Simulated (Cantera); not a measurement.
Input (Python, Cantera) and output of one run.

```python
import numpy as np
import cantera as ct

gas_names = """
    AL ALCL ALCL2 ALCL3 ALH ALN AL2 AL2CL6 CL CL2 H HCL H2 N NH NH2 NH3 N2 N2H2 N2H4
""".split()
cond_names = """
    AL(cr) AL(L) ALCL3(s) ALCL3(L) ALN(s) NH4CL(a) NH4CL(b)
""".split()


# ... load() reads the species with a 1 bar reference pressure and builds the phases ...
atoms = {
    'AlN': {'AL': 1, 'N': 1},
    'HCl': {'H': 1, 'CL': 1},
}
top_T = {'ALN(s)': 2750}  # K; cautious upper limits of use, not melting points


# ... equilibrate(T, P, feed) seeds the gas with the atoms and calls Mixture.equilibrate('TP', solver="vcs", rtol=1e-11, max_steps=5000) ...
results = []
feed = {'AlN': 1, 'HCl': 19}  # mol
P = 13332.2  # Pa
for T in [1448, 1498, 1548, 1598, 1648, 1698, 1748, 1798]:
    mix = equilibrate(T, P, feed)
    results.append((T, P, feed, dict(zip(mix.species_names, mix.species_moles))))

top = {s: max(r[3][s] / sum(r[3][g] for g in gas_names) for r in results) for s in gas_names}
cols = sorted((s for s in top if top[s] > 1e-06), key=lambda s: -top[s])[:8]
seen = [c for c in cond_names if any(r[3].get(c, 0) > 1e-12 for r in results)]
print("log10 of partial pressures in bar; condensed amounts in mol")
print(f"{'T/K':>10s}" + "".join(f"{s[:9]:>10s}" for s in cols + seen))
for T, P, feed, n in results:
    ng = sum(n[g] for g in gas_names)
    print(f"{T:10.4g}" + "".join(f"{np.log10(max(n[s] / ng * P / 1e5, 1e-99)):10.3f}" for s in cols)
          + "".join(f"{n.get(c, 0):10.4g}" for c in seen))
```

Result:

```
log10 of partial pressures in bar; condensed amounts in mol
       T/K       HCL        H2     ALCL3        N2        CL     ALCL2         H      ALCL
      1448    -0.950    -1.978    -2.154    -2.455    -5.085    -5.114    -6.024    -7.095
      1498    -0.950    -1.978    -2.155    -2.455    -4.819    -4.870    -5.754    -6.691
      1548    -0.950    -1.978    -2.155    -2.455    -4.570    -4.642    -5.500    -6.314
      1598    -0.950    -1.978    -2.156    -2.455    -4.337    -4.430    -5.263    -5.962
      1648    -0.950    -1.978    -2.158    -2.455    -4.117    -4.231    -5.039    -5.632
      1698    -0.950    -1.978    -2.160    -2.455    -3.910    -4.045    -4.829    -5.323
      1748    -0.950    -1.978    -2.163    -2.455    -3.715    -3.871    -4.630    -5.032
      1798    -0.951    -1.978    -2.168    -2.456    -3.531    -3.708    -4.442    -4.759
```

Method: chemical equilibrium by Gibbs-energy minimisation in Cantera with the NASA 1993 tables (ideal gas, pure condensed phases). The tables' values for AlCl2 are old estimates; treat these amounts as uncertain.
